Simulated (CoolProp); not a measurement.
Tetradecamethylhexasiloxane (MD4M) along the isotherm 346.85 °C: density (kg/m³) from the reference equation and from simpler models built on Tc = 380.0 °C, pc = 8.286 bar, ω = 0.800; each cubic takes its own stable root.

The numbers come from the reference Helmholtz-energy equation of state, Thol 2019 in CoolProp.

```csv
p (bar),phase,reference
1.13,gas,10.82
2.26,gas,23.60
3.39,gas,39.54
4.52,gas,61.53
5.65,liquid,489.0
6.78,liquid,495.4
7.91,liquid,501.1
9.04,liquid,506.1
10.2,liquid,510.8
11.3,liquid,514.8
12.4,liquid,518.5
```

How far does each simpler model (van der Waals, Redlich-Kwong, Soave-Redlich-Kwong, Peng-Robinson) lie from the reference over these 11 states: mean and median of the absolute difference, and the worst?


- van der Waals: mean 32.2 %, median 37.3 %, worst -85.0 % at 346.85 °C and 5.65 bar
- Redlich-Kwong: mean 21.5 %, median 19.6 %, worst -83.7 % at 346.85 °C and 5.65 bar
- Soave-Redlich-Kwong: mean 10.6 %, median 13.3 %, worst -16.9 % at 346.85 °C and 5.65 bar
- Peng-Robinson: mean 3.3 %, median 3.2 %, worst -6.3 % at 346.85 °C and 5.65 bar

At some of these states van der Waals, Redlich-Kwong gives the other phase, because its saturation line lies elsewhere.
